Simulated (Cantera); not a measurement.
An isothermal plug-flow reactor at 625 K and 0.370 bar (inlet), inlet velocity 0.45 m/s, active area per volume 730 1/m; feed 1.16 % H2, 4.65 % O2, 94.2 % N2, equivalence ratio 0.12.

Detailed kinetics in Cantera: Deutschmann's 1995 Pt surface mechanism with GRI-Mech 3.0 gas chemistry. Catalytic surfaces can have several steady states; this one follows from the mechanism file's or the stated starting coverage. Mass transfer to the wall is taken as infinitely fast.

One state of this run: x H2 = 3.92e-5; x O2 = 0.0410; x H2O = 0.0116; θ free Pt = 0.00475; θ O* = 0.994; θ OH* = 0.00156. x: gas mole fraction; θ: surface coverage.

Question: Which value of z (m) does it belong to?
(A) 0.0036
(B) 0.0077
(C) 0.0017
(D) 0.00036

Answer: B, 0.0077
